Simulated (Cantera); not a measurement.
Feed: 1 mol Fe₂O₃, 9.6 mol O₂, 8.7 mol H₂O, held at 2330 Torr.

Equilibrium computed with Cantera from the NASA thermochemical tables; the gas is ideal and each condensed phase is pure. Candidate condensed phases: Fe, FeO, Fe(OH)₂, Fe(OH)₃, Fe₂O₃, Fe₃O₄, H₂O; 12 gas species. Rates play no part.

x: gas mole fraction; n: condensed amount in mol.

```
T (K)   x O₂  x H₂O      x OH      x O     x H₂  x Fe(OH)₂    x HO₂  n Fe₂O₃(s)  n Fe₃O₄(s)
-----  -----  -----  --------  -------  -------  ---------  -------  ----------  ----------
1575   0.524  0.475  0.000301  4.40e-6  1.83e-6    6.41e-7  1.86e-6       1.000           0
1600   0.524  0.475  0.000365  5.97e-6  2.47e-6    9.31e-7  2.18e-6       1.000           0
1625   0.524  0.475  0.000441  8.01e-6  3.30e-6    1.34e-6  2.55e-6       1.000           0
1650   0.524  0.475  0.000530  1.07e-5  4.37e-6    1.90e-6  2.96e-6       1.000           0
1675   0.524  0.475  0.000632  1.40e-5  5.74e-6    2.66e-6  3.42e-6       1.000           0
1700   0.524  0.475       [?]      [?]      [?]        [?]      [?]       1.000           0
1725   0.524  0.475       [?]      [?]      [?]        [?]      [?]       1.000           0
1750   0.524  0.475   0.00104  3.08e-5  1.24e-5    6.94e-6  5.17e-6       1.000           0
1775   0.528  0.470   0.00122  3.95e-5  1.56e-5    9.24e-6  5.89e-6           0       0.667
1800   0.528  0.470   0.00142  5.02e-5  1.98e-5    1.19e-5  6.68e-6           0       0.667
```

Question: Fill in the missing entries.

Answer: 
- 1700, x OH: 0.000751
- 1700, x O: 1.84e-5
- 1700, x H₂: 7.49e-6
- 1700, x Fe(OH)₂: 3.70e-6
- 1700, x HO₂: 3.94e-6
- 1725, x OH: 0.000887
- 1725, x O: 2.39e-5
- 1725, x H₂: 9.68e-6
- 1725, x Fe(OH)₂: 5.09e-6
- 1725, x HO₂: 4.52e-6
